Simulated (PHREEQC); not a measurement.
1 kg of water holding 0.066 mol K2SO4, 0.41 mol KHCO3, 0.02 mol KCl and 0.049 mol K2CO3 is evaporated at 25 °C; the solids stay in contact with the brine. The system is closed to CO2. The run lets Arcanite, Kalicinite, Misenite, Sylvite precipitate or redissolve, and no other solid.

The series has 24 steps of water left (kg), from 1 to 0.01098.

All values are PHREEQC results (Pitzer model, pitzer.dat), not measurements.

Which solids form, in which order, and at which step of the series does each first stand?

Arcanite from water left = 0.2082 kg (pH 8.62); Kalicinite from water left = 0.1156 kg (pH 8.67); Sylvite from water left = 0.01098 kg (pH 11.05).

Complexes and solids missing from the database can't appear.
